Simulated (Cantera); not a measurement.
A closed system holds: 1 mol n-butane, 1.8 mol H₂O, at 0.00133 bar.

Equilibrium computed with Cantera from the NASA thermochemical tables; the gas is ideal and each condensed phase is pure. Candidate condensed phases: C, C₆H₆, C₇H₈, C₈H₁₈, H₂O; 110 gas species. Kinetics and transport are ignored. All values below are at 2700 K.

Base state: H 0.665, H₂ 0.183, CO 0.138, C₃ 0.00660, C₂H₂ (acetylene) 0.00430, C₂H 0.00166, C 0.00159, C₂ 0.000632 (mole fractions); condensed: C(graphite).

**Question.** What changes in the equilibrium state with this change: H₂O from 1.8 to 0.095 mol?

**Answer.** 
| species | before | after |
|---|---|---|
| H | 0.665 | 0.744 |
| H₂ | 0.183 | 0.229 |
| CO | 0.138 | 0.0113 |
| C₄H₂ | 4.22e-5 | 5.28e-5 |
| C₂H₂ (acetylene) | 0.00430 | 0.00539 |
| C(graphite), mol | 1.74 | 3.59 |
